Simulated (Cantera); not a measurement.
Charge: 1 mol CCl4, 0.083 mol Si, 18 mol H2, 2.2 mol HCl, equilibrated at 2050 °C and 1.40e-5 bar.

Method: chemical equilibrium by Gibbs-energy minimisation in Cantera with the NASA 1993 tables (ideal gas, pure condensed phases). Candidate condensed phases: C, C6H6, C7H8, C8H18, Si, SiC; 109 gas species. Kinetics and transport are ignored.

Base state: H 0.773, Cl 0.134, H2 0.0705, HCl 0.0170, C3 0.00182, Si 0.00176, C 0.000865, C2H2 (acetylene) 0.000341 (mole fractions); condensed: C(graphite).

What changes in the equilibrium state with this change: temperature from 2050 °C to 1450 °C?


```json
[
 {"species": "H2", "before": "0.0705", "after": "0.690"},
 {"species": "HCl", "before": "0.0170", "after": "0.254"},
 {"species": "H", "before": "0.773", "after": "0.0405"},
 {"species": "Cl", "before": "0.134", "after": "0.0116"},
 {"species": "SiCl2", "before": "1.53e-7", "after": "0.00290"},
 {"species": "C3", "before": "0.00182", "after": "<1e-9"},
 {"species": "C", "before": "0.000865", "after": "2.12e-9"},
 {"species": "C2", "before": "0.000162", "after": "<1e-9"},
 {"species": "C2H", "before": "0.000179", "after": "2.28e-8"},
 {"species": "C(graphite), mol", "before": "0.662", "after": "0.997"}
]
```
The tables' values for SiCl are old estimates; treat these amounts as uncertain.

What changes in the equilibrium state with this change: temperature from 2050 °C to 1275 °C?


```
species             before    after
----------------  --------  -------
H2                  0.0705    0.718
HCl                 0.0170    0.270
H                    0.773  0.00698
Cl                   0.134  0.00210
SiCl2              1.53e-7  0.00295
C3                 0.00182    <1e-9
C                 0.000865    <1e-9
C2H               0.000179    <1e-9
C2                0.000162    <1e-9
C(graphite), mol     0.662    0.983
SiC(s), mol              0   0.0163
```
The tables' values for SiCl are old estimates; treat these amounts as uncertain.
